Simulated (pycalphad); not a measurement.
An equivalent pycalphad script:

```python
from pycalphad import Database, equilibrium, calculate, variables as v
import numpy as np
db = Database('COST507.tdb')
comps = ['CU', 'SI', 'VA']
phases = ['BCC_A2', 'CU19SI6_ETA', 'CU33SI7_DELTA', 'CU4SI_EPSILON', 'CU56SI11_GAMMA', 'DIAMOND_A4', 'FCC_A1', 'HCP_A3', 'LIQUID']
eq = equilibrium(db, comps, phases, {v.X('SI'): 0.0068, v.T: np.arange(2250, 499, -75), v.P: 101325, v.N: 1}, output=['HM', 'SM'])
```

CALPHAD calculation (pycalphad, COST 507 light-alloy database (1999)), 1 atm. The data set is of 1999 and partly superseded. Amounts are mole fractions of atoms. Kinetics are ignored, which matters at the lower temperatures.

Results at three of the temperatures:

```
T = 2250.00 K, P = 101325 Pa, N = 1 mol of atoms
G = -154217 J/mol, H = 69960 J/mol, S = 99.63 J/(mol K)  (SER reference)
chemical potentials (J/mol): Cu -153915, Si -198377
phase             fraction      x(Cu)      x(Si)
LIQUID              1.0000     0.9932     0.0068
```

```
T = 675.00 K, P = 101325 Pa, N = 1 mol of atoms
G = -26969 J/mol, H = 9901 J/mol, S = 54.62 J/(mol K)  (SER reference)
chemical potentials (J/mol): Cu -26858, Si -43179
phase             fraction      x(Cu)      x(Si)
FCC_A1              1.0000     0.9932     0.0068
```

```
T = 600.00 K, P = 101325 Pa, N = 1 mol of atoms
G = -22990 J/mol, H = 7882 J/mol, S = 51.45 J/(mol K)  (SER reference)
chemical potentials (J/mol): Cu -22903, Si -35598
phase             fraction      x(Cu)      x(Si)
FCC_A1              1.0000     0.9932     0.0068
```

Changes of the phase set, refined by bisection:

```json
[
 {"T (°C)": "1079.2", "phases above": "liquid", "phases below": "fcc + liquid"},
 {"T (°C)": "1070.1", "phases above": "fcc + liquid", "phases below": "fcc"}
]
```

FCC_A1 is fcc. The hcp model here describes the intermediate κ phase of Cu-Si.
